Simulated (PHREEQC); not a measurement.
Silver or lead bath: an equilibrium model

A solution holds 0.36 mmol/kgw PbCl2 and 0.306 mmol/kgw NaNO3, at 60 °C. Closed to the air; pH follows from the charge balance.

All values are PHREEQC results (ion-association model, phreeqc.dat), not measurements.

This is a speciation only: nothing precipitates in the calculation.

### Question
What pH, specific conductance does the model give?

### Answer
pH 5.62; specific conductance 256 µS/cm.

### Question
In which forms is Pb present?

### Answer
Pb+2 94 %, PbCl+ 4.8 %, PbOH+ 0.7 % of the Pb.

Examples of supersaturated solids here: Pb(OH)2. Others may be too. At this temperature some constants are extrapolated from 25 °C, and those without enthalpy data are left unchanged.
